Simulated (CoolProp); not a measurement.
Computed with CoolProp (reference Helmholtz-energy equation of state, Thol 2015).

Question: For octamethylcyclotetrasiloxane (D4), give the phase and the cp (kJ/(kg K)), speed of sound (m/s), Joule-Thomson coefficient (K/MPa) at 507.3 K and 62.4 kPa; 435.7 K and 10.6 kPa; 473.9 K and 5180 kPa.

Answer: 
- 507.3 K and 62.4 kPa: gas; cp 1.82, speed of sound 117, Joule-Thomson coefficient 13.7
- 435.7 K and 10.6 kPa: gas; cp 1.64, speed of sound 111, Joule-Thomson coefficient 21.8
- 473.9 K and 5180 kPa: liquid; cp 2.02, speed of sound 485, Joule-Thomson coefficient -0.151
